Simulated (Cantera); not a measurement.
Charge: 1 mol Cu₂O, 4.2 mol H₂, held at 652 °C and 75.0 Torr.

Equilibrium computed with Cantera from the NASA thermochemical tables; the gas is ideal and each condensed phase is pure. Candidate condensed phases: Cu, CuO, Cu(OH)₂, Cu₂O, H₂O; 12 gas species. Equilibrium is a limit: real reactors are often held back by kinetics, nucleation or transport.

Base state: H₂ 0.762, H₂O 0.238 (mole fractions); condensed: Cu(s).

**Question.** What changes in the equilibrium state with this change: Cu₂O replaced by FeS?

**Answer.** 
| species | before | after |
|---|---|---|
| H₂ | 0.762 | 0.999 |
| H₂S | 0 | 0.000581 |
| H₂O | 0.238 | 0 |
| Cu(s), mol | 2.00 | 0 |
| Fe(α), mol | 0 | 0.00244 |
| FeS(s), mol | 0 | 0.998 |
FeS: taken at fixed stoichiometry. Further candidate phases: Fe, FeS, FeS₂, S.

**Question.** What changes in the equilibrium state with this change: Cu₂O replaced by NiS?

**Answer.** 
```csv
species,before,after
H₂,0.762,0.921
H₂S,0,0.0794
H₂O,0.238,0
"Cu(s), mol",2.00,0
"Ni₃S₂(s), mol",0,0.333
```
Further candidate phases: Ni, NiS, NiS₂, Ni₃S₂, Ni₃S₄, S.
